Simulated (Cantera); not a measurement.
Input (Python, Cantera):

```python
import numpy as np
import cantera as ct

gas = ct.Solution("gri30.yaml")
gas.TPX = 575, 450000, {'C2H6': 1, 'O2': 3.89, 'N2': 14.6, 'H2O': 0.57}
flame = ct.FreeFlame(gas, width=0.014)
flame.set_refine_criteria(ratio=3, slope=0.08, curve=0.16)
flame.transport_model = "mixture-averaged"
flame.solve(loglevel=0, auto=True)
z, T = flame.grid, flame.T
thick = (T[-1] - T[0]) / np.gradient(T, z).max()
show = ['C2H6', 'O2', 'H2O', 'N2O', 'H2O2', 'H']
print(f"laminar burning velocity  {flame.velocity[0] * 100:.3f} cm/s")
print(f"burnt temperature         {T[-1]:.1f} K")
print(f"thermal thickness         {thick * 1e3:.4f} mm")
print(f"grid points               {len(z)}")
z0 = z[flame.heat_release_rate.argmax()]
print(f"{'z/mm':>9s}{'T/K':>9s}{'u/(m/s)':>9s}" + "".join(f"{s:>11s}" for s in show))
rows = []
for k in (-3, -2, -1.5, -1, -0.5, -0.25, 0, 0.25, 0.5, 1, 2, 4, 8):
    zz = z0 + k * thick
    rows.append([k * thick, np.interp(zz, z, T), np.interp(zz, z, flame.velocity),
                 *(np.interp(zz, z, flame.X[gas.species_index(s)]) for s in show)])
    print(f"{rows[-1][0] * 1e3:9.3f}{rows[-1][1]:9.1f}{rows[-1][2]:9.3f}" + "".join(f"{x:11.3e}" for x in rows[-1][3:]))
```

Result:

```
laminar burning velocity  76.233 cm/s
burnt temperature         2325.2 K
thermal thickness         0.0978 mm
grid points               142
     z/mm      T/K  u/(m/s)       C2H6         O2        H2O        N2O       H2O2          H
   -0.294    575.7    0.764  4.980e-02  1.937e-01  2.854e-02  1.645e-11  4.527e-07  7.691e-16
   -0.196    579.0    0.770  4.970e-02  1.931e-01  2.917e-02  1.304e-10  2.868e-06  1.220e-14
   -0.147    589.5    0.785  4.947e-02  1.919e-01  3.085e-02  6.096e-10  1.046e-05  3.387e-13
   -0.098    648.2    0.868  4.809e-02  1.860e-01  3.868e-02  4.652e-09  5.321e-05  1.693e-10
   -0.049    986.2    1.346  3.541e-02  1.531e-01  7.365e-02  4.684e-08  2.377e-04  4.631e-06
   -0.024   1371.0    1.902  1.579e-02  1.137e-01  1.081e-01  1.228e-07  1.457e-04  1.420e-04
    0.000   1764.4    2.479  9.666e-04  6.917e-02  1.408e-01  2.671e-07  3.943e-06  1.445e-03
    0.024   1947.2    2.729  1.900e-06  4.456e-02  1.538e-01  4.637e-07  1.085e-06  2.879e-03
    0.049   2025.8    2.823  1.020e-09  3.560e-02  1.569e-01  5.970e-07  8.360e-07  3.033e-03
    0.098   2118.5    2.932  1.079e-14  2.929e-02  1.597e-01  6.748e-07  6.199e-07  2.317e-03
    0.196   2208.7    3.039  1.060e-20  2.492e-02  1.641e-01  6.995e-07  4.328e-07  1.250e-03
    0.391   2275.7    3.119  1.003e-27  2.189e-02  1.683e-01  6.600e-07  3.111e-07  5.562e-04
    0.783   2311.6    3.160  2.235e-29  2.020e-02  1.705e-01  5.635e-07  2.576e-07  2.851e-04
```

Cantera simulation using GRI-Mech 3.0 (53 species, 325 reactions); the numbers are that mechanism's predictions, not measurements. Burning velocities carry a grid error of a few per cent, more on coarse grids.
